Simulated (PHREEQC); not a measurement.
HCl is added in steps, without added water, to 1 kg of water holding 0.68 mol LiCl, 0.049 mol SrCl2 and 0.0019 mol H4SiO4, at 25 °C. No CO2 enters from the air. The run lets SiO2(a) precipitate or redissolve, and no other solid.

Base run: PHREEQC, Pitzer model, pitzer.dat. Each further column changes one thing. The table gives pH.

| HCl added (mol) | base | database phreeqc.dat, Davies equation for every ion | database wateq4f.dat | database phreeqc.dat | database phreeqc.dat, metal-ligand complexes left out |
|---|---|---|---|---|---|
| 0 | 6.07 | 6.65 | 6.23 | 6.61 | 6.61 |
| 0.00525 | 2.31 | 2.40 | 2.41 | 2.41 | 2.41 |
| 0.009625 | 2.04 | 2.13 | 2.14 | 2.14 | 2.14 |
| 0.01487 | 1.85 | 1.94 | 1.95 | 1.95 | 1.95 |
| 0.02013 | 1.72 | 1.81 | 1.82 | 1.82 | 1.82 |
| 0.02538 | 1.62 | 1.71 | 1.72 | 1.72 | 1.72 |
| 0.02975 | 1.55 | 1.64 | 1.65 | 1.65 | 1.65 |
| 0.035 | 1.48 | 1.57 | 1.58 | 1.58 | 1.58 |

 The ionic strength passes 0.7 mol/kgw, the rough limit of the ion-association models, in part of: database phreeqc.dat, Davies equation for every ion; database wateq4f.dat; database phreeqc.dat; database phreeqc.dat, metal-ligand complexes left out. pitzer.dat has no redox and few complexes: it carries them in its interaction parameters. phreeqc.dat and wateq4f.dat share most of their constants, so their agreement is no independent check. Solids allowed in the column 'database phreeqc.dat, Davies equation for every ion': Chalcedony. Solids allowed in the column 'database phreeqc.dat': Chalcedony. Solids allowed in the column 'database phreeqc.dat, metal-ligand complexes left out': Chalcedony.
